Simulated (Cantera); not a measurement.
An isothermal, constant-pressure homogeneous reactor starts with C3H8 : H2 = 1 : 15 (molar parts), at 1323 K and 0.0550 bar. Integrator tolerance rtol = 1e-08.

Model: GRI-Mech 3.0 (53 species, 325 reactions), integrated in Cantera. GRI-Mech 3.0 was tuned for natural gas; its chemistry of propane as a main component is partial and can be far from experiment. GRI-Mech 3.0 stops at C3 and has no aromatics, soot or wall deposition, so with more carbon than oxygen in the feed, carbon stays in small species such as C2H2 where larger ones or solid carbon would form.

Question: What does this change do: temperature 1323 to 1400 K?

Answer: 
```json
[
 {"quantity": "x(C3H8) at 100 s", "before": "3.23e-9 (gas-phase equilibrium 3.13e-9)", "after": "6.38e-10 (gas-phase equilibrium 5.43e-10)"},
 {"quantity": "x(H2) at 100 s", "before": "0.885 (gas-phase equilibrium 0.880)", "after": "0.897 (gas-phase equilibrium 0.902)"},
 {"quantity": "x(CH2) at 100 s", "before": "4.82e-11 (gas-phase equilibrium 4.70e-11)", "after": "2.53e-10 (gas-phase equilibrium 2.22e-10)"},
 {"quantity": "x(C2H4) at 100 s", "before": "0.00495 (gas-phase equilibrium 0.00456)", "after": "0.00242 (gas-phase equilibrium 0.00258)"},
 {"quantity": "x(C2H2) at 100 s", "before": "0.0486 (gas-phase equilibrium 0.0448)", "after": "0.0592 (gas-phase equilibrium 0.0631)"}
]
```

Question: What does this change do: C3H8 1 to 0.74 parts?

Answer: 
```tsv
quantity	before	after
x(C3H8) at 100 s	3.23e-9 (gas-phase equilibrium 3.13e-9)	2.10e-9 (gas-phase equilibrium 1.97e-9)
x(H2) at 100 s	0.885 (gas-phase equilibrium 0.880)	0.910 (gas-phase equilibrium 0.903)
x(CH2) at 100 s	4.82e-11 (gas-phase equilibrium 4.70e-11)	4.13e-11 (gas-phase equilibrium 4.00e-11)
x(C2H4) at 100 s	0.00495 (gas-phase equilibrium 0.00456)	0.00382 (gas-phase equilibrium 0.00329)
x(C2H2) at 100 s	0.0486 (gas-phase equilibrium 0.0448)	0.0366 (gas-phase equilibrium 0.0315)
```

Question: What does this change do: C3H8 1 to 0.12 parts?

Answer: 
```json
[
 {"quantity": "x(C3H8) at 100 s", "before": "3.23e-9 (gas-phase equilibrium 3.13e-9)", "after": "8.92e-11 (gas-phase equilibrium 4.60e-11)"},
 {"quantity": "x(H2) at 100 s", "before": "0.885 (gas-phase equilibrium 0.880)", "after": "0.983 (gas-phase equilibrium 0.979)"},
 {"quantity": "x(CH2) at 100 s", "before": "4.82e-11 (gas-phase equilibrium 4.70e-11)", "after": "1.11e-11 (gas-phase equilibrium 1.11e-11)"},
 {"quantity": "x(C2H4) at 100 s", "before": "0.00495 (gas-phase equilibrium 0.00456)", "after": "0.000651 (gas-phase equilibrium 0.000255)"},
 {"quantity": "x(C2H2) at 100 s", "before": "0.0486 (gas-phase equilibrium 0.0448)", "after": "0.00581 (gas-phase equilibrium 0.00225)"}
]
```
